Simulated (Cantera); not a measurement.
An isothermal, constant-pressure homogeneous reactor starts with CH4 : O2 : N2 = 0.026 : 0.0099 : 1 (molar parts), at 1475 K and 563 Torr. Integrator tolerance rtol = 1e-08.

Model: GRI-Mech 3.0 (53 species, 325 reactions), integrated in Cantera. GRI-Mech 3.0 stops at C3 and has no aromatics, soot or wall deposition, so with more carbon than oxygen in the feed, carbon stays in small species such as C2H2 where larger ones or solid carbon would form.

Question: What does this change do: pressure from 563 Torr to 7500 Torr?

Answer: 
| quantity | before | after |
|---|---|---|
| x(CH4) at 10.0 s | 0.00262 (gas-phase equilibrium 9.41e-5) | 0.00383 (gas-phase equilibrium 0.00101) |
| x(O2) at 10.0 s | <1e-12 (gas-phase equilibrium <1e-12) | <1e-12 (gas-phase equilibrium <1e-12) |
| x(CH3) at 10.0 s | 4.57e-6 (gas-phase equilibrium 1.34e-7) | 1.92e-6 (gas-phase equilibrium 4.00e-7) |
| x(N2O) at 10.0 s | <1e-12 (gas-phase equilibrium <1e-12) | <1e-12 (gas-phase equilibrium <1e-12) |
| x(OH) at 10.0 s | 2.12e-8 (gas-phase equilibrium <1e-12) | 5.06e-9 (gas-phase equilibrium <1e-12) |
| x(CO) at 10.0 s | 0.00731 (gas-phase equilibrium 0.0185) | 0.00891 (gas-phase equilibrium 0.0185) |
| x(NO) at 10.0 s | 4.22e-10 (gas-phase equilibrium <1e-12) | 9.69e-12 (gas-phase equilibrium <1e-12) |
